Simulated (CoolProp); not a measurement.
Saturation properties of R1234ze(E) (Tc = 382.5 K, pc = 3.635 MPa, ω = 0.313).

Computed with CoolProp (reference Helmholtz-energy equation of state, Thol 2016).

```
T (K)     p (MPa)  vapour density (kg/m³)  liquid viscosity (µPa s)  vapour viscosity (µPa s)
-----  ----------  ----------------------  ------------------------  ------------------------
187.3  (withheld)                  0.1100                      1090                      7.66
202.5    0.005264                  0.3582                       766                (withheld)
217.7  (withheld)                  0.9538                (withheld)                      8.94
232.9     0.03626                   2.178                (withheld)                      9.58
248.1     0.07718                   4.418                       358                      10.2
263.3      0.1483                   8.175                       291                      10.9
278.6      0.2635                   14.14                (withheld)                      11.5
293.8      0.4361                   23.06                       198                      12.2
309        0.6835                   36.14                       164                      13.0
```

Problem. Complete the blanks.

Solution. 
- 187.3, p (MPa): 0.001500
- 202.5, vapour viscosity (µPa s): 8.29
- 217.7, p (MPa): 0.01499
- 217.7, liquid viscosity (µPa s): 574
- 232.9, liquid viscosity (µPa s): 447
- 278.6, liquid viscosity (µPa s): 239

It boils at 254.2 K under 1 atm.

Viscosity comes from a separate model (Bell 2016), an estimate that may be off by 10 % or more.
